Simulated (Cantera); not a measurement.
Feed: 1 mol SiH₄, 75 mol N₂, 1.6 mol H₂, 0.24 mol NH₃, equilibrated at 2050 K and 14.0 mbar.

Cantera equilibrium calculation (NASA polynomials, part measured and part estimated; ideal gas, pure solids and liquids). Candidate condensed phases: Si, Si₃N₄; 18 gas species. The tables' values for SiN are old estimates; treat these amounts as uncertain. The numbers say what is thermodynamically allowed, not how fast it happens.

Base state: N₂ 0.942, H₂ 0.0475, Si 0.00552, H 0.00418, Si₂N 0.000184, SiN 0.000147, SiH 8.62e-5, Si₂ 6.43e-5 (mole fractions); condensed: Si(l).

What changes in the equilibrium state with this change: temperature from 2050 K to 1250 K?


```csv
species,before,after
N₂,0.942,0.949
H₂,0.0475,0.0505
H,0.00418,9.18e-7
Si,0.00552,<1e-9
Si₂N,0.000184,<1e-9
SiN,0.000147,<1e-9
SiH,8.62e-5,<1e-9
Si₂,6.43e-5,<1e-9
"Si(l), mol",0.498,0
"Si₃N₄(s), mol",0,0.333
```
